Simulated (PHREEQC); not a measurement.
A column of 0.1 m (30 cells, dispersivity 0.0035 m, 300 s a shift, diffusion coefficient 3e-10 m²/s) holds 0.25 eq of the database's cation exchanger X per kg of pore water, first in equilibrium with 0.061 mol/kgw CdCl2 and 1e-05 mol/kgw HCl. It is flushed with 0.0025 mol SrCl2, 0.071 mol CdCl2, 0.0019 mol LiCl and 1e-05 mol HCl per kg of water, at 15 °C. Values are for the last cell. No CO2 enters from the air. Precipitation was switched off in this run.

Computed with PHREEQC (ion-association model, phreeqc.dat).

```csv
pore volumes,Li in solution (mol/kgw),Sr in solution (mol/kgw),SrX2 on the exchanger (mol/kgw),LiX on the exchanger (mol/kgw)
0,0,0,0,0
0.2167,0,0,0,0
0.4167,…,0,0,…
0.8167,1.83e-5,0,0,1.17e-5
1.017,0.000121,0,0,7.69e-5
1.217,0.000364,0,8.44e-14,0.000228
1.417,0.000703,3.78e-13,3.35e-12,0.000440
1.617,0.00105,…,6.13e-11,0.000656
2.017,0.00156,5.25e-10,4.65e-9,0.000973
2.217,0.00170,…,2.45e-8,…
2.417,0.00179,1.14e-8,1.01e-7,…
2.617,0.00184,3.92e-8,3.48e-7,0.00115
2.817,0.00187,1.15e-7,1.02e-6,0.00117
3.217,0.00190,6.81e-7,6.04e-6,0.00119
3.417,0.00190,1.43e-6,1.27e-5,0.00119
3.617,0.00191,…,…,0.00119
3.817,0.00191,5.06e-6,4.49e-5,0.00120
4.017,0.00191,8.67e-6,7.69e-5,0.00120
4.417,0.00191,2.20e-5,0.000195,0.00120
4.617,0.00191,3.28e-5,0.000291,0.00119
4.817,0.00191,4.74e-5,0.000419,0.00119
5.017,0.00191,6.63e-5,0.000586,0.00119
5.217,0.00191,9.02e-5,0.000796,0.00119
5.617,0.00191,0.000155,0.00136,0.00119
5.817,0.00191,0.000197,0.00173,0.00119
6.017,0.00191,0.000245,0.00214,0.00119
```

### Question
Complete the blanks.

### Answer

- 0.4167, Li in solution (mol/kgw): 2.95e-10
- 0.4167, LiX on the exchanger (mol/kgw): 1.92e-10
- 1.617, Sr in solution (mol/kgw): 6.94e-12
- 2.217, Sr in solution (mol/kgw): 2.76e-9
- 2.217, LiX on the exchanger (mol/kgw): 0.00106
- 2.417, LiX on the exchanger (mol/kgw): 0.00112
- 3.617, Sr in solution (mol/kgw): 2.79e-6
- 3.617, SrX2 on the exchanger (mol/kgw): 2.47e-5
